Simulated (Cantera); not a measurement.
# Reactions in the system Fe-N-O

Cantera with NASA thermochemical tables; ideal gases at 1 bar, condensed phases pure. Values are per mole of reaction as written; species without (g) are pure solids or liquids, kept so even where they would boil at 1 bar. FeO: taken at fixed stoichiometry.

FeO + 2 N(g) ⇌ Fe + N2O(g)

```
T (K)  ΔH° (kJ)  ΔS° (J/K)  ΔG° (kJ)  log10 K  condensed phases
-----  --------  ---------  --------  -------  ----------------
973      -601.4     -139.9    -465.2    24.98     FeO(s), Fe(α)
1123     -599.5     -138.1    -444.4    20.67     FeO(s), Fe(α)
1273     -600.1     -138.6    -423.7    17.38     FeO(s), Fe(γ)
1423     -601.7     -139.8    -402.8    14.78     FeO(s), Fe(γ)
1573     -603.1     -140.8    -381.7    12.68     FeO(s), Fe(γ)
1723     -627.7     -155.6    -359.5    10.90     FeO(l), Fe(δ)
1873     -614.7     -148.5    -336.6     9.39     FeO(l), Fe(l)
2023     -615.1     -148.7    -314.3     8.12     FeO(l), Fe(l)
2173     -615.5     -148.8    -292.0     7.02     FeO(l), Fe(l)
2323     -615.7     -149.0    -269.7     6.06     FeO(l), Fe(l)
2473     -615.9     -149.1    -247.3     5.22     FeO(l), Fe(l)
```
